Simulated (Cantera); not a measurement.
Charge: 1 mol B, 11 mol H2, held at 1950 K and 2.63 Torr.

These are equilibrium values from Cantera (NASA tables, ideal gas, pure condensed phases), not measurements of a reactor. Candidate condensed phases: B; 7 gas species. The tables' values for BH2 are old estimates; treat these amounts as uncertain. Rates play no part.

Base state: H2 0.980, H 0.0192, BH2 0.000342, B 1.62e-5 (mole fractions); condensed: B(s).

Task: What changes in the equilibrium state with this change: temperature from 1950 K to 1723.15 K?

Result: 
```csv
species,before,after
H2,0.980,0.997
H,0.0192,0.00308
BH2,0.000342,7.31e-5
B,1.62e-5,1.79e-7
"B(s), mol",0.996,0.999
```

Task: What changes in the equilibrium state with this change: temperature from 1950 K to 1825 K?

Result: 
```tsv
species	before	after
H2	0.980	0.992
H	0.0192	0.00742
BH2	0.000342	0.000154
B	1.62e-5	1.56e-6
B(s), mol	0.996	0.998
```
